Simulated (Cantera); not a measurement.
An isothermal plug-flow reactor at 1300 K and 2.60 bar (inlet), inlet velocity 2.7 m/s, active area per volume 3000 1/m; feed CH4 : O2 : N2 : H2O = 0.0055 : 0.15 : 0.79 : 0.0059 (molar parts), equivalence ratio 0.073.

Detailed kinetics in Cantera: Deutschmann's 1995 Pt surface mechanism with GRI-Mech 3.0 gas chemistry. Catalytic surfaces can have several steady states; this one follows from the mechanism file's or the stated starting coverage. Mass transfer to the wall is taken as infinitely fast.

Problem. What does this change do: temperature 1300 to 875 K?

Solution. 
```tsv
quantity	before	after
x(CH4) at z = 0.004 m	0.000604	0.00572
x(O2) at z = 0.004 m	0.148	0.158
x(H2O) at z = 0.004 m	0.0163	0.00633
x(CO2) at z = 0.004 m	0.00492	6.40e-5
x(CO) at z = 0.004 m	1.86e-6	1.08e-6
θ(free Pt) at the exit	0.426	0.0484
θ(O*) at the exit	0.572	0.950
θ(OH*) at the exit	0.00201	0.00204
```
